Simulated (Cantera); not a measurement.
Input: 1 mol SiCl4, 0.9 mol C2H4, 810 mol H2, equilibrated at 1875 °C and 0.130 bar.

These are equilibrium values from Cantera (NASA tables, ideal gas, pure condensed phases), not measurements of a reactor. Candidate condensed phases: C, C6H6, C7H8, C8H18, Si, SiC; 109 gas species. Gases not in the tables: Si2H6 and higher silanes. Kinetics and transport are ignored.

Task: What is the equilibrium state?

Result: 
```
Property                                   Result
--------------------------------------  ---------
x(H2)                                       0.983
x(H)                                       0.0115
x(HCl)                                    0.00482
x(C2H2 (acetylene))                      0.000656
x(Si)                                    0.000261
x(SiH)                                    4.59e-5
x(Cl)                                     4.12e-5
x(SiH2)                                   3.53e-5
x(CH4)                                    2.19e-5
n(SiC(s))                               0.680 mol
gas amount                              818.7 mol
log10 activity of C(graphite) (absent)      -0.23
log10 activity of Si(l) (absent)            -0.81
```
